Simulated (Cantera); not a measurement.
Cantera run, input and output.

```python
import numpy as np
import cantera as ct

gas = ct.Solution("gri30.yaml")
gas.TPX = 1175, 8500, {'C3H8': 1, 'H2': 2.7}
reactor = ct.IdealGasConstPressureReactor(gas, energy="off", clone=False)
net = ct.ReactorNet([reactor])
net.rtol, net.atol = 1e-08, 1e-18
show = ['C3H8', 'H2', 'C2H6', 'C2H2', 'CH4', 'H']
times = np.geomspace(4e-06, 3, 12)

steps = ct.SolutionArray(gas, extra=["t"])
rows = []
print(f"{'t/s':>10s}{'T/K':>9s}{'P/Pa':>11s}" + "".join(f"{s:>11s}" for s in show))
for t in times:
    while net.time < t:
        t_next = net.step()
        steps.append(gas.state, t=t_next)
    rows.append([np.interp(t, steps.t, y) for y in (steps.T, steps.P, *steps(*show).X.T)])
    print(f"{t:10.3e}{rows[-1][0]:9.1f}{rows[-1][1]:11.4g}" + "".join(f"{x:11.3e}" for x in rows[-1][2:]))
rate = np.gradient(steps.T, steps.t)
print("integrator steps:", len(steps.t))
if steps.T.max() > steps.T[0] + 200:
    print(f"time of steepest temperature rise: {steps.t[rate.argmax()]:.4e} s")
gas.TPX = 1175, 8500, {'C3H8': 1, 'H2': 2.7}
gas.equilibrate("TP")
print(f"equilibrium (TP): T = {gas.T:.1f} K  " + "  ".join(f"{s} {gas[s].X[0]:.3e}" for s in show))
```

It prints:

```
       t/s      T/K       P/Pa       C3H8         H2       C2H6       C2H2        CH4          H
 4.000e-06   1175.0       8500  2.703e-01  7.297e-01  1.978e-08  3.523e-16  7.294e-08  4.916e-08
 1.368e-05   1175.0       8500  2.703e-01  7.297e-01  2.169e-07  3.716e-14  8.825e-07  2.007e-07
 4.680e-05   1175.0       8500  2.702e-01  7.297e-01  2.074e-06  7.517e-12  1.193e-05  7.135e-07
 1.601e-04   1175.0       8500  2.699e-01  7.295e-01  1.490e-05  1.447e-09  1.742e-04  2.394e-06
 5.476e-04   1175.0       8500  2.671e-01  7.280e-01  1.070e-04  1.721e-07  2.077e-03  6.399e-06
 1.873e-03   1175.0       8500  2.519e-01  7.197e-01  6.950e-04  6.709e-06  1.308e-02  8.398e-06
 6.407e-03   1175.0       8500  2.043e-01  6.936e-01  2.437e-03  1.006e-04  4.782e-02  8.789e-06
 2.191e-02   1175.0       8500  9.958e-02  6.364e-01  5.062e-03  1.019e-03  1.250e-01  9.985e-06
 7.496e-02   1175.0       8500  1.013e-02  5.884e-01  4.013e-03  6.180e-03  1.931e-01  8.337e-06
 2.564e-01   1175.0       8500  3.320e-04  5.858e-01  2.445e-03  1.428e-02  2.005e-01  2.611e-06
 8.771e-01   1175.0       8500  9.227e-06  5.895e-01  1.892e-03  2.508e-02  1.998e-01  1.688e-06
 3.000e+00   1175.0       8500  6.065e-06  5.979e-01  1.564e-03  4.935e-02  1.978e-01  1.593e-06
integrator steps: 935
equilibrium (TP): T = 1175.0 K  C3H8 7.036e-07  H2 4.337e-01  C2H6 3.209e-04  C2H2 6.394e-02  CH4 4.598e-01  H 2.787e-07
```

Computed with Cantera and GRI-Mech 3.0 (53 species, 325 reactions). GRI-Mech 3.0 was tuned for natural gas; its chemistry of propane as a main component is partial and can be far from experiment. GRI-Mech 3.0 stops at C3 and has no aromatics, soot or wall deposition, so with more carbon than oxygen in the feed, carbon stays in small species such as C2H2 where larger ones or solid carbon would form.
